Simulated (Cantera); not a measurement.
A perfectly stirred reactor is fed with CH4 : H2 = 1 : 11 (molar parts), at 38000 Pa; it is held at 1575 K, and followed from long to short residence time.

Detailed kinetics in Cantera: GRI-Mech 3.0 (53 species, 325 reactions). GRI-Mech 3.0 stops at C3 and has no aromatics, soot or wall deposition, so with more carbon than oxygen in the feed, carbon stays in small species such as C2H2 where larger ones or solid carbon would form.

One state of this run: x CH4 = 0.0688; x H2 = 0.924; x C2H6 = 1.00e-5; x CH2 = 4.75e-9; x C2H4 = 0.000421; x C2H = 1.14e-9; x CH3 = 8.68e-5. x: mole fraction; the columns are a selection and need not sum to one.

Question: Which value of τ (s) does it belong to?
A. 0.0077
B. 0.73
C. 1.8
D. 0.30

Answer: D, 0.30
